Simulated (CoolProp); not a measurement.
Aqueous calcium chloride as a coolant, 17 % by mass, freezing at -13.7 °C, 1 atm.

Computed with CoolProp (Melinder's fits for secondary coolants).

| T (°C) | viscosity (mPa s) | Prandtl number | conductivity (W/(m K)) | cp (kJ/(kg K)) |
|---|---|---|---|---|
| -7.8 | 3.58 | 21.1 | 0.537 | 3.169 |
| -0.5 | 2.85 | 16.6 | 0.548 | 3.191 |
| 6.8 | 2.32 | 13.3 | 0.559 | 3.212 |
| 14 | 1.92 | 10.9 | 0.570 | 3.231 |
| 21.3 | 1.62 | 9.06 | 0.580 | 3.249 |
| 28.6 | 1.38 | 7.65 | 0.591 | 3.265 |
| 35.9 | 1.20 | 6.53 | 0.603 | 3.280 |
